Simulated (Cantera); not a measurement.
# Thermodynamics of silicon carbide growth, feed CH3SiH3 + HCl + H2

Charge: 1 mol CH3SiH3, 0.24 mol HCl, 730 mol H2, at 0.0100 bar.

Equilibrium computed with Cantera from the NASA thermochemical tables; the gas is ideal and each condensed phase is pure. Candidate condensed phases: C, C6H6, C7H8, C8H18, Si, SiC; 109 gas species. The feed counts by its element totals alone. Gases not in the tables: Si2H6 and higher silanes. The numbers say what is thermodynamically allowed, not how fast it happens.

From 1025 K to 2025 K the condensed part is SiC(s). At 2225 K nothing is condensed. The main Si-bearing gas is SiCl2 at 1025 K and Si at 2225 K.

```
T (K)   x H2       x H      x Si  x C2H2 (acetylene)     x HCl     x SiH  n SiC(s)
-----  -----  --------  --------  ------------------  --------  --------  --------
1025   1.000   4.36e-8    <1e-12              <1e-12  0.000327    <1e-12     1.000
1225   1.000   3.12e-6  3.23e-10              <1e-12  0.000327  4.14e-10     1.000
1425   1.000   6.82e-5   6.85e-8            5.58e-10  0.000327   3.04e-8     1.000
1625   0.999  0.000705   1.62e-6             4.71e-7  0.000327   3.22e-7     0.998
1825   0.995   0.00439   3.84e-5             2.18e-5  0.000325   4.07e-6     0.966
2025   0.980    0.0190  0.000583            0.000319  0.000319   3.69e-5     0.497
2225   0.935    0.0626   0.00121            0.000623  0.000302   4.95e-5         0
```
x: gas mole fraction; n: condensed amount in mol.
